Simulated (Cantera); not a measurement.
Feed: 1 mol SiH4, 33 mol N2.

Method: chemical equilibrium by Gibbs-energy minimisation in Cantera with the NASA 1993 tables (ideal gas, pure condensed phases). Candidate condensed phases: Si, Si3N4; 18 gas species. N2 is the only nitrogen source here; it is nearly inert below about 1500 K, so the nitride shown seldom forms there in practice. Equilibrium is a limit: real reactors are often held back by kinetics, nucleation or transport.

Task: What condenses at these points (T in °C, P in Pa): (1527, 5); (927, 100000); (927, 5900); (1377, 350); (1452, 21); (1077, 5)?

Result: 
```tsv
T (°C)	P in Pa	condensed phases	Si condensed (%)
1527	5	gas only	0.0
927	100000	Si3N4	100.0
927	5900	Si3N4	100.0
1377	350	Si3N4	99.9
1452	21	Si	82.1
1077	5	Si3N4	100.0
```
